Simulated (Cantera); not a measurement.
Charge: 1 mol AlN, 0.13 mol O₂, 0.34 mol H₂, held at 2025 K and 0.150 Torr.

Equilibrium computed with Cantera from the NASA thermochemical tables; the gas is ideal and each condensed phase is pure. Candidate condensed phases: Al, AlN, Al₂O₃, H₂O; 35 gas species. The tables' values for AlOH are old estimates; treat these amounts as uncertain. Rates play no part.

Task: What is the equilibrium state?

Result: 
| Property | Value |
|---|---|
| x(N₂) | 0.307 |
| x(Al) | 0.298 |
| x(H₂) | 0.180 |
| x(Al₂O) | 0.157 |
| x(H) | 0.0577 |
| x(AlH) | 0.000473 |
| x(AlOH) | 0.000244 |
| x(AlO) | 0.000148 |
| x(H₂O) | 1.99e-5 |
| n(Al₂O₃(s)) | 0.00140 mol |
| gas amount | 1.628 mol |
| log10 activity of Al(l) (absent) | -2.10 |
